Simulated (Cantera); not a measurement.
A diamond (100) surface in a fixed gas of H2 with x(CH4) = 0.0092, x(H) = 0.014, x(CH3) = 0.00047, at 1175 K; coverages are run to steady state.

Model: the Harris–Goodwin 1993 mechanism for the reconstructed diamond (100) surface, integrated in Cantera.

θ: site fractions in the mechanism's names (c6HH fully hydrogenated, c6H* and c6*H radical sites, c6** diradical, c6HM methylated).

```
P (Pa)  growth (µm/h)  θ c6HH  θ c6H*  θ c6*H  θ c6**   θ c6HM
------  -------------  ------  ------  ------  ------  -------
660             0.728   0.455  0.0357   0.480  0.0269  0.00171
1200             1.89   0.454  0.0356   0.479  0.0269  0.00271
2100             4.47   0.453  0.0356   0.478  0.0268  0.00389
3800                ?   0.452  0.0355   0.477  0.0268        ?
6700             22.4   0.451  0.0356   0.476  0.0268  0.00647
12000            45.8   0.451  0.0357   0.475  0.0267  0.00748
22000               ?   0.450  0.0359   0.474  0.0268  0.00822
39000             171   0.450  0.0364   0.473  0.0269  0.00869
```

Q: Fill in the missing entries.

A: 
- 3800, growth (µm/h): 10.5
- 3800, θ c6HM: 0.00526
- 22000, growth (µm/h): 91.7
